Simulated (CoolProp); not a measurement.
Vapour-liquid equilibrium of CHF3 (R23) (1) + R143a (2) at 0.35 MPa; x and y are mole fractions of (1).

Computed with CoolProp (multi-fluid Helmholtz-energy mixture model, Penoncello 2003 and Lemmon and Jacobsen 2000; pair parameters Bell 2016).

Question: Give the bubble temperature and the first vapour's composition at x = 0.35, 0.575, 0.725. Is there an azeotrope?

Answer: x = 0.35: -38.3 °C, y = 0.702; x = 0.575: -47.2 °C, y = 0.866; x = 0.725: -51.4 °C, y = 0.927. No azeotrope shows between x = 0.05 and 0.95.

The pair parameters rest on a limited set of measurements; away from them the model extrapolates.
